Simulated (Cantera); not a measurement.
Thermodynamics of chemical vapour transport, feed Si + H2O

Input: 1 mol Si, 0.04 mol H2O, at 1323 K and 113 Torr.

Equilibrium computed with Cantera from the NASA thermochemical tables; the gas is ideal and each condensed phase is pure. Candidate condensed phases: H2O, Si, SiO2; 18 gas species. Mutual solubility and eutectic melting of coexisting phases are not modelled. The tables hold silica as quartz up to 1696 K and as liquid above; real silica turns to tridymite and cristobalite and melts near 1996 K. Kinetics and transport are ignored.

The x(H2) is 1.000 and the x(SiO) comes out as 8.82e-5. The x(H) is 4.09e-6, the n(Si(s)) is 0.980 mol and the n(SiO2(β-quartz)) is 0.0200 mol. The gas amount is 0.04000 mol.
